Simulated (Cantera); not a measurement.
A closed system holds: 1 mol N2O, 2 mol O2, 0.94 mol HCl, at 0.133 bar.

Method: chemical equilibrium by Gibbs-energy minimisation in Cantera with the NASA 1993 tables (ideal gas, pure condensed phases). Candidate condensed phases: H2O, NH4Cl; 29 gas species. Kinetics and transport are ignored.

Problem. At 1823 K, list the 6 most abundant gas species with their mole fractions, and the condensed phases.

Solution. O2 0.540, N2 0.221, HCl 0.152, Cl 0.0517, H2O 0.0284, NO 0.00381. Condensed: gas only.
